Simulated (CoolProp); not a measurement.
Carbon dioxide at 265.86 K and 0.249 MPa flows at 0.2 m/s in a round tube of 6 mm bore and 1.5 µm roughness, fully developed (64/Re and Nu = 3.66 if laminar; Colebrook and Gnielinski if turbulent). Each further row changes one setting.

Model: reference Helmholtz-energy equation of state, Span 1996, in CoolProp.

```tsv
case	Reynolds number	Darcy friction factor	pressure drop (Pa/m)	heat-transfer coefficient (W/(m² K))	mass flow (kg/h)
as stated	453	0.141	(withheld)	8.72	(withheld)
velocity 0.4 m/s	907	0.0706	(withheld)	8.72	(withheld)
diameter 12 mm	907	0.0706	(withheld)	4.36	(withheld)
```

Some entries are withheld; supply them.


- as stated, pressure drop (Pa/m): 2.38
- as stated, mass flow (kg/h): 0.103
- velocity 0.4 m/s, pressure drop (Pa/m): 4.75
- velocity 0.4 m/s, mass flow (kg/h): 0.206
- diameter 12 mm, pressure drop (Pa/m): 0.594
- diameter 12 mm, mass flow (kg/h): 0.411

Viscosity comes from a separate model (Laesecke 2017). Thermal conductivity comes from a separate model (Huber 2016).
